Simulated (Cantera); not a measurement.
Gas mixture: 58.3 % N2, 41.7 % O2, at 0.285 Torr, frozen composition.

Cantera's kinetic-theory transport with the Lennard-Jones parameters of GRI-Mech 3.0, ideal gas; thermal conductivity in the multicomponent form.

D: mixture-averaged diffusion coefficient of that species in the mixture.

```csv
T (K),ρ (kg/m³),cp (J/kg/K),μ (µPa s),λ (mW/m/K),Pr,D (cm²/s) H,D (cm²/s) H2O,D (cm²/s) CO2
400,0.000339,999.3,23.7,33.3,0.711,[?],1060,708
600,0.000226,1042,31.5,46.2,0.709,[?],2260,1450
800,0.000170,1091,38.1,58.7,0.708,[?],3780,2370
1000,0.000136,1134,44.2,70.7,0.708,[?],5590,3460
1200,0.000113,1163,49.8,81.8,0.708,[?],7670,4710
1400,9.69e-5,1187,55.0,92.3,0.708,[?],9980,6090
1600,8.48e-5,1207,60.0,102,0.707,[?],12500,7620
1800,7.53e-5,1224,64.7,112,0.707,[?],15300,9270
```

Q: Some entries are withheld; supply them.

A: 
- 400, D (cm²/s) H: 5520
- 600, D (cm²/s) H: 11100
- 800, D (cm²/s) H: 18100
- 1000, D (cm²/s) H: 26400
- 1200, D (cm²/s) H: 35800
- 1400, D (cm²/s) H: 46200
- 1600, D (cm²/s) H: 57700
- 1800, D (cm²/s) H: 70200
